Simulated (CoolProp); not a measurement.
Ethanol at 351.44 K and 5.88 MPa is throttled through a valve to 1.1 MPa with no heat exchange. Each further row changes one setting.

The numbers come from the reference Helmholtz-energy equation of state, Schroeder 2014 in CoolProp.

```tsv
case	temperature change (K)	final density (kg/m³)
as stated	+1.2	737
outlet pressure 0.33 MPa	+1.4	735
outlet pressure 1.43 MPa	+1.1	737
```
